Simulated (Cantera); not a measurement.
Cantera run:

```python
import numpy as np
import cantera as ct

gas_names = """
    CL CL2 H HCL H2 N NH NH2 NH3 N2 N2H2 N2H4 Si SiCL SiCL2 SiCL3 SiCL4 SiH SiHCL3 SiH2 SiH2CL2 SiH3
    SiH3CL SiH4 SiN Si2 Si2N Si3
""".split()
cond_names = """
    NH4CL(a) NH4CL(b) Si(cr) Si(L) Si3N4(a)
""".split()


def load(file, names, dense=False):
    # The tables refer to 1 bar. Condensed volumes are neglected.
    table = {s.name: s for s in ct.Species.list_from_file(file)}
    out = []
    for n in names:
        d = dict(table[n].input_data)
        d["thermo"] = dict(d["thermo"], **{"reference-pressure": 1e5})
        if dense:
            d["equation-of-state"] = {"model": "constant-volume", "density": "1e6 g/cm^3"}
        out.append(ct.Species.from_dict(d))
    return out


gas = ct.Solution(thermo="ideal-gas", species=load("nasa_gas.yaml", gas_names))
cond = {s.name: ct.Solution(thermo="fixed-stoichiometry", species=[s], name=s.name)
        for s in load("nasa_condensed.yaml", cond_names, dense=True)}
atoms = {
    'SiH2Cl2': {'Si': 1, 'H': 2, 'CL': 2},
    'N2': {'N': 2},
}
top_T = {'Si3N4(a)': 2400}  # K; cautious upper limits of use, not melting points


def equilibrate(T, P, feed):
    n = {}
    for name, mol in feed.items():
        for a, k in atoms[name].items():
            n[a] = n.get(a, 0.0) + k * mol
    gas.TPX = T, P, n
    mass = sum(n.values()) * gas.mean_molecular_weight
    gas.equilibrate("TP")
    valid = [c for c in cond.values() if c.min_temp <= T <= top_T.get(c.name, c.max_temp)]
    mix = ct.Mixture([(gas, mass / gas.mean_molecular_weight)] + [(c, 0.0) for c in valid])
    mix.T, mix.P = T, P
    mix.equilibrate("TP", solver="vcs", rtol=1e-11, max_steps=5000)
    return mix


results = []
feed = {'SiH2Cl2': 1, 'N2': 1.3}  # mol
T = 1423.15  # K
P = 6.2  # Pa
mix = equilibrate(T, P, feed)
results.append((T, P, feed, dict(zip(mix.species_names, mix.species_moles))))
print(gas.report(threshold=1e-05))
for i in range(1, mix.n_phases):
    print(f"{mix.phase(i).name:16s} {mix.phase_moles(i):12.5e} mol")
```

Output:

```
       temperature   1423.2 K
          pressure   6.2 Pa
           density   2.0952e-05 kg/m^3
  mean mol. weight   39.988 kg/kmol
   phase of matter   gas

                          1 kg             1 kmol
                     ---------------   ---------------
          enthalpy       -3.5541e+05       -1.4212e+07  J
   internal energy       -6.5132e+05       -2.6045e+07  J
           entropy              8661        3.4633e+05  J/K
    Gibbs function       -1.2681e+07       -5.0709e+08  J
 heat capacity c_p            981.82             39261  J/K
 heat capacity c_v             773.9             30946  J/K

                      mass frac. Y      mole frac. X     chem. pot. / RT
                     ---------------   ---------------   ---------------
                CL         0.0002237        0.00025233           -29.676
                 H        1.0291e-05        0.00040824           -14.797
               HCL           0.16047             0.176           -44.473
                H2           0.01176           0.23327           -29.595
                N2           0.25094           0.35819           -36.567
                Si        9.9362e-06        1.4147e-05            -5.015
              SiCL        9.3793e-05        5.9031e-05           -34.691
             SiCL2           0.56662            0.2289           -64.367
             SiCL3         0.0092734         0.0027584           -94.042
             SiCL4        0.00055852        0.00013146           -123.72
            SiHCL3        4.5843e-05        1.3535e-05           -108.84
     [  +17 minor]        1.0749e-06        7.5027e-07

Si(cr)            0.00000e+00 mol
Si3N4(a)          9.29043e-02 mol
```

Method: chemical equilibrium by Gibbs-energy minimisation in Cantera with the NASA 1993 tables (ideal gas, pure condensed phases). N2 is the only nitrogen source here; it is nearly inert below about 1500 K, so the nitride shown seldom forms there in practice. The tables' values for SiCl3, SiCl are old estimates; treat these amounts as uncertain.
